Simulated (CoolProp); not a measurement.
Vapour-liquid equilibrium of CH2F2 (R32) (1) + R143a (2) at 0.0615 MPa; x and y are mole fractions of (1).

The numbers come from the multi-fluid Helmholtz-energy mixture model, Tillner-Roth 1997 and Lemmon and Jacobsen 2000; pair parameters Bell 2016 in CoolProp.

```json
[
 {"x": "0.05", "bubble temperature, mixture model (K)": "215.2", "bubble temperature, Raoult's law (K)": "215.7", "y, mixture model": "0.085", "y, Raoult's law": "0.061"},
 {"x": "0.125", "bubble temperature, mixture model (K)": "214.2", "bubble temperature, Raoult's law (K)": "215.4", "y, mixture model": "0.194", "y, Raoult's law": "0.149"},
 {"x": "0.2", "bubble temperature, mixture model (K)": "213.4", "bubble temperature, Raoult's law (K)": "215.1", "y, mixture model": "0.286", "y, Raoult's law": "0.235"},
 {"x": "0.275", "bubble temperature, mixture model (K)": "212.8", "bubble temperature, Raoult's law (K)": "214.8", "y, mixture model": "0.365", "y, Raoult's law": "0.318"},
 {"x": "0.35", "bubble temperature, mixture model (K)": "212.3", "bubble temperature, Raoult's law (K)": "214.5", "y, mixture model": "0.434", "y, Raoult's law": "0.398"},
 {"x": "0.425", "bubble temperature, mixture model (K)": "212.0", "bubble temperature, Raoult's law (K)": "214.2", "y, mixture model": "0.496", "y, Raoult's law": "0.475"},
 {"x": "0.5", "bubble temperature, mixture model (K)": "211.7", "bubble temperature, Raoult's law (K)": "213.9", "y, mixture model": "0.555", "y, Raoult's law": "0.551"},
 {"x": "0.575", "bubble temperature, mixture model (K)": "211.5", "bubble temperature, Raoult's law (K)": "213.6", "y, mixture model": "0.610", "y, Raoult's law": "0.624"},
 {"x": "0.65", "bubble temperature, mixture model (K)": "211.4", "bubble temperature, Raoult's law (K)": "213.4", "y, mixture model": "0.666", "y, Raoult's law": "0.695"},
 {"x": "0.725", "bubble temperature, mixture model (K)": "211.3", "bubble temperature, Raoult's law (K)": "213.1", "y, mixture model": "0.723", "y, Raoult's law": "0.763"},
 {"x": "0.8", "bubble temperature, mixture model (K)": "211.4", "bubble temperature, Raoult's law (K)": "212.8", "y, mixture model": "0.785", "y, Raoult's law": "0.830"},
 {"x": "0.875", "bubble temperature, mixture model (K)": "211.6", "bubble temperature, Raoult's law (K)": "212.6", "y, mixture model": "0.854", "y, Raoult's law": "0.895"},
 {"x": "0.95", "bubble temperature, mixture model (K)": "211.9", "bubble temperature, Raoult's law (K)": "212.3", "y, mixture model": "0.936", "y, Raoult's law": "0.959"}
]
```

The largest gap from Raoult's law is -2.2 K in bubble temperature, at x = 0.5. y crosses x between x = 0.65 and 0.725: the model has an azeotrope there.

The pair parameters rest on a limited set of measurements; away from them the model extrapolates.
